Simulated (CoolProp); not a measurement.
The fluid at 298.15 K and 0.659 MPa flows at 0.46 m/s in a round tube of 1 mm bore and 1.5 µm roughness, fully developed (64/Re and Nu = 3.66 if laminar; Colebrook and Gnielinski if turbulent). The same conditions are run with several fluids, on thermodynamics alone (safety and materials aside).

Computed with CoolProp (reference Helmholtz-energy equation of state of each fluid (sulfur hexafluoride: Guder 2009; carbon dioxide: Span 1996; CH2F2 (R32): Tillner-Roth 1997; R507A: Lemmon 2003; R143a: Lemmon and Jacobsen 2000)). Blends and air are pseudo-pure fits.

### Question
Rank sulfur hexafluoride, carbon dioxide, CH2F2 (R32), R507A, R143a by Reynolds number, highest first.

### Answer
sulfur hexafluoride (1260), R507A (1110), R143a (1040), CH2F2 (R32) (519), carbon dioxide (372)

```csv
fluid,Darcy friction factor,pressure drop (Pa/m),heat-transfer coefficient (W/(m² K)),mass flow (kg/h)
sulfur hexafluoride,0.0508,226,48.6,0.0548
carbon dioxide,0.172,220,62.1,0.0157
CH2F2 (R32),0.123,197,52.6,0.0197
R507A,0.0579,182,52.0,0.0387
R143a,0.0618,166,56.1,0.0330
```

Transport values come from each fluid's own correlations; those of CH2F2 (R32), R143a are estimates that may be off by 10 % or more.
